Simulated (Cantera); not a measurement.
A perfectly stirred reactor is fed with 3.44 % CH₄, 1.06 % CO, 16.8 % O₂, 63.2 % N₂, 15.5 % CO₂, equivalence ratio 0.44, at 3.10 bar; it is adiabatic with a 823 K inlet, and is followed from long to short residence time, starting on the burning branch (τ in s: 0.34, 0.13, 0.046, 0.017, 0.0061, 0.0022, 0.00081, 0.0003, 0.00011, 4e-05).

Computed with Cantera and GRI-Mech 3.0 (53 species, 325 reactions).

Problem. Predict: blow-out, bracketed by the residence times tried; x(CH₄) at τ = 0.340 s; x(CO) at τ = 0.340 s; x(O₂) at τ = 0.340 s; x(C₂H₄) at τ = 0.340 s; x(HO₂) at τ = 0.340 s; x(CH₄) at τ = 2.20 ms; x(CO) at τ = 2.20 ms; x(O₂) at τ = 2.20 ms; x(C₂H₄) at τ = 2.20 ms; x(HO₂) at τ = 2.20 ms.

Solution. 
```
Item                                                                             Value
------------------------------------------------  ------------------------------------
blow-out, bracketed by the residence times tried  burning at 0.810 ms, out at 0.300 ms
x(CH₄) at τ = 0.340 s                                                          4.96e-6
x(CO) at τ = 0.340 s                                                          0.000117
x(O₂) at τ = 0.340 s                                                            0.0948
x(C₂H₄) at τ = 0.340 s                                                         1.95e-9
x(HO₂) at τ = 0.340 s                                                          8.15e-7
x(CH₄) at τ = 2.20 ms                                                         0.000164
x(CO) at τ = 2.20 ms                                                           0.00389
x(O₂) at τ = 2.20 ms                                                            0.0967
x(C₂H₄) at τ = 2.20 ms                                                         2.15e-7
x(HO₂) at τ = 2.20 ms                                                          2.12e-5
```
